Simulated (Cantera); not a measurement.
Adiabatic ignition

An adiabatic, constant-volume homogeneous reactor starts with CH4 : O2 : N2 = 1 : 1.82 : 6.84 (molar parts), at 1475 K and 5.80 bar.

Model: GRI-Mech 3.0 (53 species, 325 reactions), integrated in Cantera. Above 3000 K some thermodynamic fits are extrapolated.

```tsv
t (s)	T (K)	P (bar)	x CH4	x O2	x H2	x CO	x O	x CH2O
1.00e-6	1475	5.80	0.104	0.188	4.67e-8	4.01e-12	1.98e-9	7.73e-9
2.42e-6	1475	5.80	0.104	0.188	1.26e-7	5.45e-11	2.76e-9	4.93e-8
5.88e-6	1475	5.80	0.104	0.188	3.65e-7	8.58e-10	5.02e-9	3.33e-7
1.43e-5	1475	5.80	0.104	0.188	1.34e-6	1.71e-8	1.29e-8	2.59e-6
3.46e-5	1475	5.80	0.103	0.188	7.55e-6	4.89e-7	4.26e-8	2.33e-5
8.38e-5	1476	5.81	0.103	0.188	5.40e-5	1.45e-5	1.06e-7	0.000168
0.000203	1487	5.85	0.101	0.187	0.000428	0.000308	2.78e-7	0.000852
0.000492	3076	12.8	<1e-12	0.0109	0.0244	0.0529	0.00429	6.70e-9
0.00119	3074	12.8	<1e-12	0.0108	0.0245	0.0530	0.00424	6.72e-9
0.00289	3074	12.8	<1e-12	0.0108	0.0245	0.0530	0.00424	6.72e-9
0.00702	3074	12.8	<1e-12	0.0108	0.0245	0.0530	0.00424	6.72e-9
0.0170	3074	12.8	<1e-12	0.0108	0.0245	0.0530	0.00424	6.72e-9
0.0412	3074	12.8	<1e-12	0.0108	0.0245	0.0530	0.00424	6.72e-9
0.100	3074	12.8	<1e-12	0.0108	0.0245	0.0530	0.00424	6.72e-9
```
x: mole fraction; the columns are a selection and need not sum to one.

```json
{
 "time_of_steepest_temperature_rise": "0.372 ms",
 "temperature at 0.100 s": "3074 K",
 "equilibrium_temperature": "3074 K",
 "x(CH4) at 0.100 s": "<1e-12 (gas-phase equilibrium <1e-12)",
 "x(O2) at 0.100 s": "0.0108 (gas-phase equilibrium 0.0108)",
 "x(H2) at 0.100 s": "0.0245 (gas-phase equilibrium 0.0245)"
}
```
